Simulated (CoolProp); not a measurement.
Saturation properties of nitrogen (Tc = -147.0 °C, pc = 3.396 MPa, ω = 0.037).

Values from CoolProp's reference Helmholtz-energy equation of state, Span 2000.

| T (°C) | p (MPa) | enthalpy of vaporisation (kJ/kg) | vapour viscosity (µPa s) | liquid conductivity (mW/(m K)) |
|---|---|---|---|---|
| -195.85 | 0.1007 | 199.2 | 5.44 | 145 |
| -192.65 | 0.1445 | 195.0 | 5.69 | 139 |
| -189.45 | 0.2015 | 190.4 | 5.95 | 132 |
| -186.25 | 0.2737 | 185.6 | 6.22 | 126 |
| -182.95 | 0.3667 | 180.1 | 6.50 | 119 |
| -179.75 | 0.4771 | 174.4 | 6.79 | 113 |
| -176.55 | 0.6099 | 168.2 | 7.09 | 107 |
| -173.25 | 0.7729 | 161.2 | 7.42 | 100 |
| -170.05 | 0.9588 | 153.7 | 7.76 | 94.0 |
| -166.85 | 1.175 | 145.3 | 8.14 | 87.7 |
| -163.55 | 1.432 | 135.6 | 8.57 | 81.2 |
| -160.35 | 1.718 | 124.8 | 9.05 | 74.9 |
| -157.15 | 2.043 | 112.1 | 9.64 | 68.7 |

It boils at -195.8 °C under 1 atm.

Viscosity comes from a separate model (Lemmon 2004). Thermal conductivity comes from a separate model (Lemmon 2004).
